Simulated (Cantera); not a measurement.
What does this Cantera script print?

```python
import numpy as np
import cantera as ct

gas_names = """
    AL ALCL ALCL2 ALCL3 ALH AL2 AL2CL6 CL CL2 H HCL H2
""".split()
cond_names = """
    AL(cr) AL(L) ALCL3(s) ALCL3(L)
""".split()


# ... load() reads the species with a 1 bar reference pressure and builds the phases ...
atoms = {
    'AlCl3': {'AL': 1, 'CL': 3},
    'HCl': {'H': 1, 'CL': 1},
    'H2': {'H': 2},
}
top_T = {}  # K; cautious upper limits of use, not melting points


# ... equilibrate(T, P, feed) seeds the gas with the atoms and calls Mixture.equilibrate('TP', solver="vcs", rtol=1e-11, max_steps=5000) ...
results = []
feed = {'AlCl3': 1, 'HCl': 5, 'H2': 60}  # mol
T = 900  # K
P = 120  # Pa
mix = equilibrate(T, P, feed)
results.append((T, P, feed, dict(zip(mix.species_names, mix.species_moles))))
x = sorted(zip(gas.X, gas.species_names), reverse=True)
print(f"T = {T:g} K  P = {P:g} Pa  gas = {mix.phase_moles(0):.4g} mol")
print("   x: " + "  ".join(f"{s} {v:.3e}" for v, s in x if v > 0.001))
print("   condensed (mol): " + ("  ".join(f"{mix.phase(i).name} {mix.phase_moles(i):.4g}"
      for i in range(1, mix.n_phases) if mix.phase_moles(i) > 1e-12) or "none"))
```

Result:

```
T = 900 K  P = 120 Pa  gas = 66 mol
   x: H2 9.091e-01  HCL 7.576e-02  ALCL3 1.515e-02
   condensed (mol): none
```

Equilibrium computed with Cantera from the NASA thermochemical tables; the gas is ideal and each condensed phase is pure.
